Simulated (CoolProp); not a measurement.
Vapour-liquid equilibrium of ethane (1) + n-pentane (2) at 1.25 bar; x and y are mole fractions of (1).

The numbers come from the multi-fluid Helmholtz-energy mixture model, Bücker 2006 and Thol 2019; pair parameters Kunz 2012 in CoolProp.

| x | bubble temperature, mixture model (°C) | bubble temperature, Raoult's law (°C) | y, mixture model | y, Raoult's law |
|---|---|---|---|---|
| 0.05 | … | -4.7 | … | 0.851 |
| 0.2 | -49.2 | -46.8 | 0.990 | 0.989 |
| 0.35 | … | -61.5 | 0.997 | 0.997 |
| 0.5 | … | -70.0 | 0.999 | 0.999 |
| 0.65 | … | -75.8 | 0.999 | 1.000 |
| 0.8 | … | -80.2 | 1.000 | 1.000 |
| 0.95 | -83.6 | -83.6 | 1.000 | 1.000 |

What belongs in the gaps?


- 0.05, bubble temperature, mixture model (°C): -1.4
- 0.05, y, mixture model: 0.818
- 0.35, bubble temperature, mixture model (°C): -64.0
- 0.5, bubble temperature, mixture model (°C): -71.7
- 0.65, bubble temperature, mixture model (°C): -76.7
- 0.8, bubble temperature, mixture model (°C): -80.4

The largest gap from Raoult's law is +3.3 K in bubble temperature, at x = 0.05. No azeotrope shows between x = 0.05 and 0.95.

The pair parameters rest on a limited set of measurements; away from them the model extrapolates. The gap from Raoult's law changes sign with composition, which may be real or a fault of the pair parameters; it wasn't checked against measurements.
